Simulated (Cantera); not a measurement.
A jet of CH4 : O2 : N2 = 0.055 : 0.059 : 0.79 (molar parts) at 300 K and 0.0405 atm hits a platinum plate 3.6 cm away at a mass flux of 0.13 kg/m²/s; the plate temperature is set and raised in steps from an oxygen-covered start.

Computed with Cantera and Deutschmann's 1995 Pt surface mechanism with GRI-Mech 3.0 gas chemistry. Catalytic surfaces can have several steady states; this one follows from the mechanism file's or the stated starting coverage.

x: mole fraction at the wall; θ: surface coverage.

| plate T (K) | wall x CH4 | wall x O2 | wall x H2O | wall x OH | wall x CO | wall x CO2 | θ free Pt | θ H* | θ CO* | θ C* |
|---|---|---|---|---|---|---|---|---|---|---|
| 900 | 0.0240 | 0.00910 | 0.0634 | <1e-8 | 0.0385 | 0.000114 | 0.576 | 0.000879 | 0.178 | 0.245 |
| 950 | 0.0197 | 0.00741 | 0.0621 | <1e-8 | 0.0429 | 0.000112 | 0.667 | 0.00131 | 0.107 | 0.224 |
| 1000 | 0.0150 | 0.00562 | 0.0605 | <1e-8 | 0.0477 | (withheld) | 0.800 | 0.00153 | 0.0751 | 0.124 |
| 1050 | 0.0124 | 0.00472 | 0.0593 | <1e-8 | 0.0502 | (withheld) | 0.903 | 0.00148 | 0.0478 | 0.0478 |
| 1100 | 0.0114 | 0.00446 | 0.0584 | <1e-8 | 0.0508 | (withheld) | 0.954 | 0.00132 | 0.0274 | 0.0173 |
| 1150 | 0.0112 | 0.00446 | 0.0576 | 1.23e-8 | 0.0504 | (withheld) | 0.977 | 0.00115 | 0.0154 | 0.00663 |
| 1200 | 0.0112 | 0.00455 | 0.0565 | 3.42e-8 | 0.0495 | (withheld) | 0.988 | 0.00100 | 0.00874 | 0.00273 |

**Question.** Complete the blanks.

**Answer.** 
- 1000, wall x CO2: 0.000208
- 1050, wall x CO2: 0.000461
- 1100, wall x CO2: 0.000926
- 1150, wall x CO2: 0.00167
- 1200, wall x CO2: 0.00276
